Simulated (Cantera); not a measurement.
An isothermal plug-flow reactor at 950 K and 1.00 bar (inlet), inlet velocity 0.93 m/s, active area per volume 2100 1/m; feed 0.344 % CO, 8.96 % O₂, 90.7 % N₂, equivalence ratio 0.019.

Cantera simulation using Deutschmann's 1995 Pt surface mechanism with GRI-Mech 3.0 gas chemistry; the numbers are that mechanism's predictions, not measurements. Catalytic surfaces can have several steady states; this one follows from the mechanism file's or the stated starting coverage. Mass transfer to the wall is taken as infinitely fast.

x: gas mole fraction; θ: surface coverage.

```csv
z (m),x CO,x O₂,x H₂O,x CO₂,θ free Pt,θ O*
0.0001,(withheld),0.0882,<1e-12,0.00305,0.157,0.843
0.00022,(withheld),0.0880,<1e-12,0.00340,0.153,0.847
0.00048,(withheld),0.0880,<1e-12,0.00345,0.153,0.847
0.001,4.45e-11,0.0880,<1e-12,0.00345,0.153,0.847
0.0022,<1e-12,0.0880,<1e-12,0.00345,0.153,0.847
0.0048,<1e-12,0.0880,<1e-12,0.00345,0.153,0.847
0.01,<1e-12,0.0880,<1e-12,0.00345,0.153,0.847
```

Question: What belongs in the gaps?

Answer: 
- 0.0001, x CO: 0.000398
- 0.00022, x CO: 4.54e-5
- 0.00048, x CO: 4.50e-7
